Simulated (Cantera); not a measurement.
A perfectly stirred reactor is fed with NO : N2 = 1 : 0.14 (molar parts), at 1.68 atm; it is held at 1600 K, and followed from long to short residence time.

Model: GRI-Mech 3.0 (53 species, 325 reactions), integrated in Cantera.

| quantity | before | after |
|---|---|---|
| x(NO) at τ = 16.0 s | 0.478 | 0.857 |
| x(N2O) at τ = 16.0 s | 8.45e-5 | 0.000233 |
| x(NO2) at τ = 16.0 s | 0.00244 | 0.000124 |
| x(O2) at τ = 16.0 s | 0.197 | 0.00995 |
| x(N2) at τ = 16.0 s | 0.322 | 0.133 |
| x(NO) at τ = 0.180 s | 0.863 | 0.877 |
| x(N2O) at τ = 0.180 s | 0.000270 | 7.90e-5 |
| x(NO2) at τ = 0.180 s | 0.00105 | 4.28e-5 |
| x(O2) at τ = 0.180 s | 0.00638 | 5.29e-5 |
| x(N2) at τ = 0.180 s | 0.130 | 0.123 |

**Question.** Which change was made?
A. pressure from 1.68 atm to 0.868 atm
B. temperature 1600 to 1575 K
C. N2 0.14 to 0.032 parts
D. pressure from 1.68 atm to 0.0263 atm

**Answer.** D, pressure from 1.68 atm to 0.0263 atm
